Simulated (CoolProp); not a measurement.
Saturation properties of n-octane (Tc = 568.7 K, pc = 2484 kPa, ω = 0.398).

Values from CoolProp's reference Helmholtz-energy equation of state, Beckmüller 2019.

| T (K) | p (kPa) | liquid cp (kJ/(kg K)) | vapour Z |
|---|---|---|---|
| 402.7 | 112.8 | 2.666 | 0.9394 |
| 410.5 | 138.7 | 2.703 | ___ |
| 418.3 | 169.0 | 2.741 | 0.9196 |
| 426 | 203.8 | ___ | 0.9085 |
| 433.8 | ___ | 2.818 | 0.8962 |
| 441.5 | 290.3 | 2.858 | 0.8831 |
| 449.3 | 343.2 | 2.900 | 0.8687 |
| 457.1 | 403.2 | 2.944 | 0.8531 |

### Question
Some entries are withheld; supply them.

### Answer

- 410.5, vapour Z: 0.9300
- 426, liquid cp (kJ/(kg K)): 2.779
- 433.8, p (kPa): 244.4

It boils at 398.8 K under 1 atm.
